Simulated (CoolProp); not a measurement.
Vapour-liquid equilibrium of CH2F2 (R32) (1) + R123 (2) at 296.8 K; x and y are mole fractions of (1).

Computed with CoolProp (multi-fluid Helmholtz-energy mixture model, Tillner-Roth 1997 and Younglove 1994; pair parameters Bell 2016).

```
x     bubble pressure, mixture model (kPa)  bubble pressure, Raoult's law (kPa)  y, mixture model  y, Raoult's law
----  ------------------------------------  -----------------------------------  ----------------  ---------------
0.05                                 178.4                                164.0               ___            0.497
0.15                                   ___                                318.2             0.770            0.768
0.25                                 529.1                                472.5             0.852            0.862
0.35                                 686.3                                626.7             0.892            0.910
0.45                                 830.6                                781.0               ___            0.939
0.55                                 965.5                                935.2               ___            0.958
0.65                                  1097                                 1089             0.950            0.972
0.75                                  1231                                 1244             0.964            0.983
0.85                                  1376                                 1398             0.977            0.991
0.95                                   ___                                 1552             0.992            0.997
```

Complete the blanks.


- 0.05, y, mixture model: 0.519
- 0.15, bubble pressure, mixture model (kPa): 358.7
- 0.45, y, mixture model: 0.918
- 0.55, y, mixture model: 0.935
- 0.95, bubble pressure, mixture model (kPa): 1539

The largest gap from Raoult's law is +12.7 % in bubble pressure, at x = 0.15. No azeotrope shows between x = 0.05 and 0.95.

Pair parameters are fitted to limited data, so mixtures are less certain than the pure fluids. The gap from Raoult's law changes sign with composition, which may be real or a fault of the pair parameters; it wasn't checked against measurements.
